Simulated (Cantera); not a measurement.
**Diamond growth**

A diamond (100) surface in a fixed gas of H2 with x(CH4) = 0.016, x(H) = 0.016, x(CH3) = 3.2e-05, 225 Torr; coverages are run to steady state.

Computed with Cantera and the Harris–Goodwin 1993 mechanism for the reconstructed diamond (100) surface.

```csv
T (K),growth (µm/h),θ c6HH,θ c6H*,θ c6*H,θ c6**,θ c6HM
900,3.03,0.690,0.0113,0.292,0.00448,0.00169
975,4.55,0.619,0.0171,0.354,0.00827,0.00122
1050,6.31,0.552,0.0239,0.409,0.0138,0.000892
1125,8.11,0.491,0.0315,0.455,0.0214,0.000655
1200,9.32,0.438,0.0394,0.491,0.0309,0.000457
1275,8.85,0.392,0.0475,0.518,0.0423,0.000271
1350,6.75,0.352,0.0555,0.537,0.0554,0.000122
```
θ: site fractions in the mechanism's names (c6HH fully hydrogenated, c6H* and c6*H radical sites, c6** diradical, c6HM methylated).
